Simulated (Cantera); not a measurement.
A closed system holds: 1 mol Fe₂O₃, 10 mol Cl₂, 74 mol N₂, equilibrated at 86.0 Pa.

Method: chemical equilibrium by Gibbs-energy minimisation in Cantera with the NASA 1993 tables (ideal gas, pure condensed phases). Candidate condensed phases: Fe, FeCl₂, FeCl₃, FeO, Fe₂O₃, Fe₃O₄; 19 gas species. Equilibrium is a limit: real reactors are often held back by kinetics, nucleation or transport.

x: gas mole fraction; nothing condenses.

```csv
T (K),x N₂,x Cl,x FeCl₂,x O₂,x O,x NO,x Cl₂
1623,0.792,0.168,0.0214,0.0157,…,0.000586,0.00154
1673,0.792,0.169,0.0214,0.0156,…,0.000714,0.000893
1723,0.791,0.170,0.0214,0.0155,…,0.000861,0.000531
1773,0.791,0.170,0.0214,0.0153,…,0.00103,0.000324
1823,0.791,0.171,0.0214,0.0151,…,0.00121,0.000203
1873,0.790,0.171,0.0214,0.0148,…,0.00140,0.000130
1923,0.790,0.171,0.0213,0.0145,…,0.00161,8.52e-5
1973,0.789,0.171,0.0211,0.0140,…,0.00183,5.71e-5
```

Task: What belongs in the gaps?

Result: 
- 1623, x O: 8.13e-5
- 1673, x O: 0.000142
- 1723, x O: 0.000241
- 1773, x O: 0.000396
- 1823, x O: 0.000632
- 1873, x O: 0.000982
- 1923, x O: 0.00148
- 1973, x O: 0.00219
